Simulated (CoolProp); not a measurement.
The numbers come from the reference Helmholtz-energy equation of state, Lemmon 2006 in CoolProp. It is a short technical equation, of lower accuracy than the large ones.

Problem. For isohexane, give the phase and the density (kg/m³), isothermal compressibility (1/MPa) at 550 K and 2.38 MPa; 550 K and 4.75 MPa.

Solution. 
- 550 K and 2.38 MPa: gas; density 57.4, isothermal compressibility 0.556
- 550 K and 4.75 MPa: supercritical; density 180, isothermal compressibility 0.443
